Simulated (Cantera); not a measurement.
## Premixed flame

A freely propagating, adiabatic, planar premixed flame of 5.97 % C2H6, 19.0 % O2, 71.7 % N2, 3.35 % H2O, equivalence ratio 1.1, unburnt at 523 K and 10.0 bar; mixture-averaged transport, grid criteria slope 0.08 and curve 0.16, no radiation.

Cantera simulation using GRI-Mech 3.0 (53 species, 325 reactions); the numbers are that mechanism's predictions, not measurements. Burning velocities carry a grid error of a few per cent, more on coarse grids.

```tsv
z (mm)	T (K)	u (m/s)	x C2H6	x O2	x CH3	x CH2CO	x OH	x HO2
-0.159	524	0.541	0.0596	0.190	<1e-8	8.19e-8	<1e-8	3.33e-7
-0.106	528	0.546	0.0595	0.189	<1e-8	6.14e-7	<1e-8	1.86e-6
-0.0796	542	0.563	0.0591	0.187	<1e-8	3.89e-6	<1e-8	8.03e-6
-0.0530	629	0.658	0.0568	0.178	1.04e-8	4.40e-5	<1e-8	5.58e-5
-0.0265	1054	1.13	0.0392	0.136	2.43e-5	0.000496	2.45e-6	0.000457
-0.0133	1475	1.61	0.0156	0.0907	0.000724	0.00122	0.000114	0.000519
0	1882	2.09	0.000731	0.0442	0.00119	0.00104	0.00139	0.000164
0.0133	2080	2.30	1.33e-6	0.0193	0.000192	0.000127	0.00420	3.67e-5
0.0265	2159	2.38	<1e-8	0.0104	1.53e-5	6.61e-6	0.00547	1.66e-5
0.0530	2235	2.44	<1e-8	0.00522	1.04e-7	2.59e-8	0.00515	7.52e-6
0.106	2296	2.50	<1e-8	0.00254	<1e-8	<1e-8	0.00382	2.95e-6
0.212	2334	2.54	<1e-8	0.00109	<1e-8	<1e-8	0.00255	9.70e-7
0.424	2352	2.55	<1e-8	0.000478	<1e-8	<1e-8	0.00173	3.36e-7
```
x: mole fraction of selected species; z is measured from the peak of heat release.

```
Item                          Value
------------------------  ---------
laminar burning velocity  53.9 cm/s
thermal thickness         0.0530 mm
peak x(CH3)                 0.00144
peak x(CH2CO)               0.00144
peak x(OH)                  0.00556
peak x(HO2)                0.000584
```
